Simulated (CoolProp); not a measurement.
Fluoroethane (R161) at several states: Z from the reference equation and from simpler models built on Tc = 375.2 K, pc = 5.010 MPa, ω = 0.216; each cubic takes its own stable root.

Computed with CoolProp (reference Helmholtz-energy equation of state, Wu 2012).

| T (K) | p (MPa) | phase | reference |
|---|---|---|---|
| 168.7 | 2.26 | liquid | 0.08529 |
| 342.9 | 5 | liquid | 0.1370 |
| 364.5 | 5 | liquid | 0.1508 |
| 300.8 | 0.118 | gas | 0.9824 |
| 337.7 | 0.0155 | gas | 0.9985 |
| 155.5 | 5 | liquid | 0.2006 |

Q: How far does each simpler model (Soave-Redlich-Kwong, Peng-Robinson) lie from the reference over these 6 states: mean and median of the absolute difference, and the worst?

A: 
- Soave-Redlich-Kwong: mean 15.0 %, median 16.0 %, worst +32.8 % at 364.5 K and 5 MPa
- Peng-Robinson: mean 6.1 %, median 3.3 %, worst +18.8 % at 364.5 K and 5 MPa
